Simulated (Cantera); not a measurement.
Charge: 1 mol CuO, 1.8 mol CO, a varied amount of H2, equilibrated at 1675 °C and 0.0530 bar.

These are equilibrium values from Cantera (NASA tables, ideal gas, pure condensed phases), not measurements of a reactor. Candidate condensed phases: C, C6H6, C7H8, C8H18, Cu, CuO, Cu(OH)2, Cu2O, H2O; 113 gas species. Kinetics and transport are ignored.

Question: At 11 mol H2, list the 5 most abundant gas species with their mole fractions, and the condensed phases.

Answer: H2 0.742, CO 0.130, H2O 0.0712, Cu 0.0494, H 0.00423. Condensed: Cu(l).
